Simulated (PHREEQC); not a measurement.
Copper plating or etch bath: an equilibrium model

Consider water at 81 °C with 29 mmol/kgw CuCl2 and 18 mmol/kgw HNO3. Closed to the air; pH follows from the charge balance.

Model: ion-association model, wateq4f.dat, run in PHREEQC.

This is a speciation only: nothing precipitates in the calculation.

**Question.** Estimate the pH.

**Answer.** pH 1.83.

**Question.** In which forms is Cu present?

**Answer.** Cu+2 67 %, CuCl+ 33 %, CuCl2 0.8 % of the Cu.

Species that the database lacks are ignored. Constants without temperature data keep their 25 °C values here.
